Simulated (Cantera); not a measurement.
Input (Python, Cantera) and output of one run.

```python
import numpy as np
import cantera as ct

gas_names = """
    H HNO HNO2 HNO3 HO2 H2 H2O H2O2 N NH NH2 NH3 NH2OH NO NO2 NO3 N2 N2H2 N2H4 N2O O OH O2 O3
""".split()
cond_names = """
    H2O(s) H2O(L)
""".split()


def load(file, names, dense=False):
    # The tables refer to 1 bar. Condensed volumes are neglected.
    table = {s.name: s for s in ct.Species.list_from_file(file)}
    out = []
    for n in names:
        d = dict(table[n].input_data)
        d["thermo"] = dict(d["thermo"], **{"reference-pressure": 1e5})
        if dense:
            d["equation-of-state"] = {"model": "constant-volume", "density": "1e6 g/cm^3"}
        out.append(ct.Species.from_dict(d))
    return out


gas = ct.Solution(thermo="ideal-gas", species=load("nasa_gas.yaml", gas_names))
cond = {s.name: ct.Solution(thermo="fixed-stoichiometry", species=[s], name=s.name)
        for s in load("nasa_condensed.yaml", cond_names, dense=True)}
atoms = {
    'NH3': {'N': 1, 'H': 3},
    'H2O': {'H': 2, 'O': 1},
    'H2': {'H': 2},
}
top_T = {}  # K; cautious upper limits of use, not melting points


def equilibrate(T, P, feed):
    n = {}
    for name, mol in feed.items():
        for a, k in atoms[name].items():
            n[a] = n.get(a, 0.0) + k * mol
    gas.TPX = T, P, n
    mass = sum(n.values()) * gas.mean_molecular_weight
    gas.equilibrate("TP")
    valid = [c for c in cond.values() if c.min_temp <= T <= top_T.get(c.name, c.max_temp)]
    mix = ct.Mixture([(gas, mass / gas.mean_molecular_weight)] + [(c, 0.0) for c in valid])
    mix.T, mix.P = T, P
    mix.equilibrate("TP", solver="vcs", rtol=1e-11, max_steps=5000)
    return mix


results = []
T = 2950  # K
P = 1900  # Pa
for m in [0.11, 0.28, 0.46, 0.63, 0.8, 0.97, 1.1, 1.3]:
    feed = {'NH3': 1, 'H2O': m, 'H2': 0.42}  # mol
    mix = equilibrate(T, P, feed)
    results.append((T, P, feed, dict(zip(mix.species_names, mix.species_moles))))
    x = sorted(zip(gas.X, gas.species_names), reverse=True)
    print(f"T = {T:g} K  P = {P:g} Pa  n(H2O) = {m:g} mol  gas = {mix.phase_moles(0):.4g} mol")
    print("   x: " + "  ".join(f"{s} {v:.3e}" for v, s in x if v > 1e-05))
    print("   condensed (mol): " + ("  ".join(f"{mix.phase(i).name} {mix.phase_moles(i):.4g}"
          for i in range(1, mix.n_phases) if mix.phase_moles(i) > 1e-12) or "none"))
```

Output:

```
T = 2950 K  P = 1900 Pa  n(H2O) = 0.11 mol  gas = 3.51 mol
   x: H 5.320e-01  H2 2.947e-01  N2 1.422e-01  H2O 1.374e-02  O 8.816e-03  OH 7.922e-03  NO 5.315e-04  O2 1.633e-04  N 2.745e-05
   condensed (mol): none
T = 2950 K  P = 1900 Pa  n(H2O) = 0.28 mol  gas = 3.806 mol
   x: H 5.176e-01  H2 2.790e-01  N2 1.308e-01  H2O 3.105e-02  O 2.104e-02  OH 1.840e-02  NO 1.217e-03  O2 9.300e-04  N 2.632e-05
   condensed (mol): none
T = 2950 K  P = 1900 Pa  n(H2O) = 0.46 mol  gas = 4.124 mol
   x: H 5.049e-01  H2 2.654e-01  N2 1.203e-01  H2O 4.542e-02  O 3.234e-02  OH 2.758e-02  O2 2.198e-03  NO 1.794e-03  N 2.525e-05
   condensed (mol): none
T = 2950 K  P = 1900 Pa  n(H2O) = 0.63 mol  gas = 4.428 mol
   x: H 4.947e-01  H2 2.549e-01  N2 1.118e-01  H2O 5.621e-02  O 4.169e-02  OH 3.484e-02  O2 3.651e-03  NO 2.229e-03  N 2.434e-05
   condensed (mol): none
T = 2950 K  P = 1900 Pa  n(H2O) = 0.8 mol  gas = 4.735 mol
   x: H 4.860e-01  H2 2.460e-01  N2 1.043e-01  H2O 6.497e-02  O 4.993e-02  OH 4.099e-02  O2 5.237e-03  NO 2.578e-03  N 2.351e-05
   condensed (mol): none
T = 2950 K  P = 1900 Pa  n(H2O) = 0.97 mol  gas = 5.044 mol
   x: H 4.785e-01  H2 2.384e-01  N2 9.768e-02  H2O 7.219e-02  O 5.723e-02  OH 4.626e-02  O2 6.881e-03  NO 2.860e-03  N 2.275e-05
   condensed (mol): none
T = 2950 K  P = 1900 Pa  n(H2O) = 1.1 mol  gas = 5.282 mol
   x: H 4.734e-01  H2 2.333e-01  N2 9.314e-02  H2O 7.687e-02  O 6.227e-02  OH 4.979e-02  O2 8.146e-03  NO 3.039e-03  N 2.221e-05
   condensed (mol): none
T = 2950 K  P = 1900 Pa  n(H2O) = 1.3 mol  gas = 5.649 mol
   x: H 4.665e-01  H2 2.266e-01  N2 8.687e-02  H2O 8.298e-02  O 6.922e-02  OH 5.455e-02  O2 1.007e-02  NO 3.262e-03  N 2.145e-05
   condensed (mol): none
```

These are equilibrium values from Cantera (NASA tables, ideal gas, pure condensed phases), not measurements of a reactor.
